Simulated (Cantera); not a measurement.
A closed system holds: 1 mol Si, 1.7 mol CO, 3.9 mol H2, held at 775 K and 10.0 bar.

Cantera equilibrium calculation (NASA polynomials, part measured and part estimated; ideal gas, pure solids and liquids). Candidate condensed phases: C, C6H6, C7H8, C8H18, H2O, Si, SiC, SiO2; 123 gas species. The numbers say what is thermodynamically allowed, not how fast it happens.

Base state: CH4 0.660, H2 0.340, C2H6 1.81e-5 (mole fractions); condensed: SiC(s) + SiO2(α-quartz).

**Question.** What changes in the equilibrium state with this change: pressure from 10.0 bar to 0.0100 bar?

**Answer.** 
| species | before | after |
|---|---|---|
| H2 | 0.340 | 0.980 |
| CH4 | 0.660 | 0.0197 |
| C2H6 | 1.81e-5 | 5.58e-9 |
| SiC(s), mol | 0.150 | 0.150 |
| SiO2(α-quartz), mol | 0.850 | 0.850 |
| C(graphite), mol | 0 | 1.47 |

**Question.** What changes in the equilibrium state with this change: CO from 1.7 to 3.1 mol?

**Answer.** 
```json
[
 {"species": "CH4", "before": "0.660", "after": "0.486"},
 {"species": "H2O", "before": "<1e-9", "after": "0.310"},
 {"species": "H2", "before": "0.340", "after": "0.154"},
 {"species": "CO2", "before": "<1e-9", "after": "0.0453"},
 {"species": "CO", "before": "<1e-9", "after": "0.00446"},
 {"species": "C2H6", "before": "1.81e-5", "after": "2.17e-5"},
 {"species": "SiC(s), mol", "before": "0.150", "after": "0"},
 {"species": "SiO2(α-quartz), mol", "before": "0.850", "after": "1.00"},
 {"species": "C(graphite), mol", "before": "0", "after": "1.65"}
]
```

**Question.** What changes in the equilibrium state with this change: temperature from 775 K to 925 K?

**Answer.** 
```tsv
species	before	after
CH4	0.660	0.521
H2	0.340	0.479
C2H6	1.81e-5	4.91e-5
SiC(s), mol	0.150	0.150
SiO2(α-quartz), mol	0.850	0
C(graphite), mol	0	0.214
SiO2(β-quartz), mol	0	0.850
```
